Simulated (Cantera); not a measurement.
What does this Cantera script print?

```python
import numpy as np
import cantera as ct

gas_names = """
    CL CLF CLF3 CL2 F F2 H HCL HF H2 H2F2 H3F3 H4F4 H5F5 H6F6 H7F7 Li LiCL LiF LiH Li2 Li2CL2 Li2F2
    Li3CL3 Li3F3
""".split()
cond_names = """
    Li(cr) Li(L) LiCL(s) LiCL(L) LiF(s) LiF(L) LiH(s) LiH(L)
""".split()


# ... load() reads the species with a 1 bar reference pressure and builds the phases ...
atoms = {
    'LiCl': {'Li': 1, 'CL': 1},
    'HF': {'H': 1, 'F': 1},
    'H2': {'H': 2},
}
top_T = {}  # K; cautious upper limits of use, not melting points


# ... equilibrate(T, P, feed) seeds the gas with the atoms and calls Mixture.equilibrate('TP', solver="vcs", rtol=1e-11, max_steps=5000) ...
results = []
T = 1950  # K
P = 150  # Pa
for m in [0.13, 0.21, 0.36, 0.6, 1, 1.7, 2.8, 4.7, 7.9, 13, 22, 37, 62]:
    feed = {'LiCl': 1, 'HF': 2.3, 'H2': m}  # mol
    mix = equilibrate(T, P, feed)
    results.append((T, P, feed, dict(zip(mix.species_names, mix.species_moles))))
    x = sorted(zip(gas.X, gas.species_names), reverse=True)
    print(f"T = {T:g} K  P = {P:g} Pa  n(H2) = {m:g} mol  gas = {mix.phase_moles(0):.4g} mol")
    print("   x: " + "  ".join(f"{s} {v:.3e}" for v, s in x if v > 1e-06))
    print("   condensed (mol): " + ("  ".join(f"{mix.phase(i).name} {mix.phase_moles(i):.4g}"
          for i in range(1, mix.n_phases) if mix.phase_moles(i) > 1e-12) or "none"))
```

It prints:

```
T = 1950 K  P = 150 Pa  n(H2) = 0.13 mol  gas = 3.46 mol
   x: HF 5.541e-01  LiCL 1.781e-01  LiF 1.106e-01  HCL 9.984e-02  H2 4.003e-02  CL 1.107e-02  H 5.922e-03  Li 2.598e-04  F 2.736e-05  Li2F2 1.395e-05  Li2CL2 2.796e-06
   condensed (mol): none
T = 1950 K  P = 150 Pa  n(H2) = 0.21 mol  gas = 3.539 mol
   x: HF 5.424e-01  LiCL 1.748e-01  LiF 1.074e-01  HCL 9.880e-02  H2 6.004e-02  CL 8.946e-03  H 7.252e-03  Li 3.155e-04  F 2.187e-05  Li2F2 1.315e-05  Li2CL2 2.693e-06
   condensed (mol): none
T = 1950 K  P = 150 Pa  n(H2) = 0.36 mol  gas = 3.69 mol
   x: HF 5.209e-01  LiCL 1.682e-01  LiF 1.023e-01  H2 9.620e-02  HCL 9.587e-02  H 9.180e-03  CL 6.858e-03  Li 3.962e-04  F 1.659e-05  Li2F2 1.194e-05  Li2CL2 2.495e-06
   condensed (mol): none
T = 1950 K  P = 150 Pa  n(H2) = 0.6 mol  gas = 3.934 mol
   x: HF 4.892e-01  LiCL 1.582e-01  H2 1.492e-01  LiF 9.546e-02  HCL 9.076e-02  H 1.143e-02  CL 5.213e-03  Li 4.901e-04  F 1.252e-05  Li2F2 1.039e-05  Li2CL2 2.207e-06
   condensed (mol): none
T = 1950 K  P = 150 Pa  n(H2) = 1 mol  gas = 4.34 mol
   x: HF 4.438e-01  H2 2.250e-01  LiCL 1.437e-01  LiF 8.612e-02  HCL 8.286e-02  H 1.404e-02  CL 3.875e-03  Li 5.986e-04  F 9.244e-06  Li2F2 8.457e-06  Li2CL2 1.819e-06
   condensed (mol): none
T = 1950 K  P = 150 Pa  n(H2) = 1.7 mol  gas = 5.052 mol
   x: HF 3.816e-01  H2 3.291e-01  LiCL 1.236e-01  LiF 7.367e-02  HCL 7.163e-02  H 1.698e-02  CL 2.770e-03  Li 7.201e-04  F 6.573e-06  Li2F2 6.188e-06  Li2CL2 1.345e-06
   condensed (mol): none
T = 1950 K  P = 150 Pa  n(H2) = 2.8 mol  gas = 6.169 mol
   x: H2 4.445e-01  HF 3.127e-01  LiCL 1.012e-01  LiF 6.007e-02  HCL 5.895e-02  H 1.973e-02  CL 1.962e-03  Li 8.328e-04  F 4.634e-06  Li2F2 4.114e-06
   condensed (mol): none
T = 1950 K  P = 150 Pa  n(H2) = 4.7 mol  gas = 8.1 mol
   x: H2 5.693e-01  HF 2.384e-01  LiCL 7.700e-02  LiF 4.552e-02  HCL 4.514e-02  H 2.233e-02  CL 1.327e-03  Li 9.368e-04  F 3.122e-06  Li2F2 2.363e-06  LiH 1.174e-06
   condensed (mol): none
T = 1950 K  P = 150 Pa  n(H2) = 7.9 mol  gas = 11.35 mol
   x: H2 6.837e-01  HF 1.704e-01  LiCL 5.483e-02  HCL 3.241e-02  LiF 3.226e-02  H 2.447e-02  Li 1.018e-03  CL 8.696e-04  F 2.036e-06  LiH 1.398e-06  Li2F2 1.187e-06
   condensed (mol): none
T = 1950 K  P = 150 Pa  n(H2) = 13 mol  gas = 16.53 mol
   x: H2 7.732e-01  HF 1.172e-01  LiCL 3.750e-02  H 2.603e-02  HCL 2.244e-02  LiF 2.193e-02  Li 1.070e-03  CL 5.661e-04  LiH 1.563e-06  F 1.317e-06
   condensed (mol): none
T = 1950 K  P = 150 Pa  n(H2) = 22 mol  gas = 25.67 mol
   x: H2 8.432e-01  HF 7.572e-02  H 2.718e-02  LiCL 2.398e-02  HCL 1.463e-02  LiF 1.389e-02  Li 1.095e-03  CL 3.535e-04  LiH 1.670e-06
   condensed (mol): none
T = 1950 K  P = 150 Pa  n(H2) = 37 mol  gas = 40.9 mol
   x: H2 8.903e-01  HF 4.775e-02  H 2.793e-02  LiCL 1.487e-02  HCL 9.361e-03  LiF 8.489e-03  Li 1.091e-03  CL 2.201e-04  LiH 1.710e-06
   condensed (mol): none
T = 1950 K  P = 150 Pa  n(H2) = 62 mol  gas = 66.28 mol
   x: H2 9.208e-01  HF 2.967e-02  H 2.840e-02  LiCL 9.002e-03  HCL 5.948e-03  LiF 5.027e-03  Li 1.057e-03  CL 1.375e-04  LiH 1.685e-06
   condensed (mol): none
```

Equilibrium computed with Cantera from the NASA thermochemical tables; the gas is ideal and each condensed phase is pure.
